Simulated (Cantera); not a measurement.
## Silicon epitaxy and polysilicon growth: SiH4 + HCl + H2

A closed system holds: 1 mol SiH4, 0.033 mol HCl, 8 mol H2, held at 898 K and 200000 Pa.

These are equilibrium values from Cantera (NASA tables, ideal gas, pure condensed phases), not measurements of a reactor. Candidate condensed phases: Si; 19 gas species. Kinetics and transport are ignored.

```
Quantity        Value
----------  ---------
x(H2)           0.998
x(HCl)       0.000752
x(SiHCl3)    0.000527
x(SiH2Cl2)   0.000184
x(SiCl4)     0.000143
x(SiH3Cl)     1.57e-5
x(SiCl3)      1.50e-6
n(Si(s))    0.991 mol
gas amount  10.02 mol
```
